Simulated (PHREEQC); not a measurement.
Dissolve 0.0022 mol/kgw HCl and 0.21 mol/kgw MnSO4 at 20 °C. Closed to the air; pH follows from the charge balance.

Computed with PHREEQC (ion-association model, phreeqc.dat).

Each row changes one thing in this solution. This is a speciation only: nothing precipitates in the calculation.

| case | pH | ionic strength (mol/kgw) | SO4-2 (mol/kgw) | Cl- (mol/kgw) | HSO4- (mol/kgw) |
|---|---|---|---|---|---|
| as made | 3.27 | 0.440 | 0.109 | 0.00198 | 0.00151 |
| MnSO4 from 0.21 to 0.315 mol/kgw | 3.34 | 0.637 | 0.158 | 0.00192 | ? |
| HCl from 0.0022 to 0.0011 mol/kgw | 3.58 | 0.439 | 0.109 | 0.000989 | 0.000755 |
| MnSO4 replaced by MgSO4 at the same molality | 3.24 | 0.374 | 0.0922 | 0.00220 | ? |
| MnSO4 from 0.21 to 0.021 mol/kgw | 2.92 | 0.0585 | 0.0137 | 0.00214 | 0.000785 |
| HCl from 0.0022 to 0.011 mol/kgw | ? | 0.445 | 0.105 | ? | 0.00745 |

Task: Complete the blanks.

Result: 
- MnSO4 from 0.21 to 0.315 mol/kgw, HSO4- (mol/kgw): 0.00160
- MnSO4 replaced by MgSO4 at the same molality, HSO4- (mol/kgw): 0.00146
- HCl from 0.0022 to 0.011 mol/kgw, pH: 2.56
- HCl from 0.0022 to 0.011 mol/kgw, Cl- (mol/kgw): 0.00988
